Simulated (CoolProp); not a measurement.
A single-stage vapour-compression cycle with isobutene: evaporating at 237.15 K (dew point), condensing at 276.15 K (bubble point), superheat 10 K, subcooling 8 K, compressor efficiency 0.85, no pressure losses. Each further row changes one setting.

The numbers come from the reference Helmholtz-energy equation of state, Lemmon 2005 in CoolProp. It is a short technical equation, of lower accuracy than the large ones.

```
case                              cooling COP  pressure ratio  discharge temperature (K)  refrigerating effect (kJ/kg)  volumetric capacity (kJ/m³)
--------------------------------  -----------  --------------  -------------------------  ----------------------------  ---------------------------
as stated                                4.75            5.32                      301.4                           364                          280
evaporating temperature 242.15 K         5.66            4.15                      298.6                           371                          359
condensing temperature 271.15 K          5.54            4.43                      295.3                           375                          288
subcooling 13 K                          4.89            5.32                      301.4                           375                          288
superheat 20 K                           4.74            5.32                      311.8                           379                          279
compressor efficiency 0.75               4.19            5.32                      307.5                           364                          280
```
